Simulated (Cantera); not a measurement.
Catalytic combustion on Pt

An isothermal plug-flow reactor at 1300 K and 101000 Pa (inlet), inlet velocity 2.2 m/s, active area per volume 2700 1/m; feed 0.664 % CH4, 12.9 % O2, 84.7 % N2, 1.82 % H2O, equivalence ratio 0.10.

Cantera simulation using Deutschmann's 1995 Pt surface mechanism with GRI-Mech 3.0 gas chemistry; the numbers are that mechanism's predictions, not measurements. Catalytic surfaces can have several steady states; this one follows from the mechanism file's or the stated starting coverage. Mass transfer to the wall is taken as infinitely fast.

```csv
z (m),x CH4,x O2,x H2O,x CO2,x CO,θ free Pt,θ O*,θ OH*
0.00026,0.00527,0.126,0.0209,0.00130,1.03e-5,0.509,0.490,0.00145
0.00043,0.00452,0.125,0.0223,0.00202,8.96e-6,0.509,0.489,0.00150
0.00072,0.00348,0.122,0.0243,0.00302,7.01e-6,0.510,0.488,0.00156
0.0012,0.00225,0.120,0.0267,0.00420,4.69e-6,0.511,0.487,0.00163
0.002,0.00108,0.118,0.0291,0.00534,2.47e-6,0.512,0.486,0.00170
0.0034,0.000296,0.116,0.0306,0.00613,9.05e-7,0.513,0.486,0.00174
0.0056,3.84e-5,0.116,0.0312,0.00643,2.60e-7,0.513,0.485,0.00176
0.0094,1.14e-6,0.115,0.0314,0.00651,7.41e-8,0.513,0.485,0.00176
0.016,7.66e-9,0.115,0.0314,0.00655,3.77e-8,0.513,0.485,0.00176
0.026,7.70e-10,0.115,0.0314,0.00658,2.26e-8,0.513,0.485,0.00177
```
x: gas mole fraction; θ: surface coverage.
